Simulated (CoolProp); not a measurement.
c-C4F8 (RC318) at several states: density (kg/m³) from the reference equation and from simpler models built on Tc = 388.4 K, pc = 2778 kPa, ω = 0.355; each cubic takes its own stable root.

Model: reference Helmholtz-energy equation of state, Platzer 1990, in CoolProp. This equation is an older, rougher fit; its heat capacities, sound speeds and derivatives of the liquid may be far off and weren't checked against measurements.

```
T (K)  p (kPa)   phase  reference  van der Waals  Redlich-Kwong  Soave-Redlich-Kwong
-----  -------  ------  ---------  -------------  -------------  -------------------
322.8     1490  liquid       1401          860.4           1209                 1293
402.1     17.6     gas      1.055          1.055          1.055                1.055
387        625     gas      42.23          41.85          42.31                42.32
```
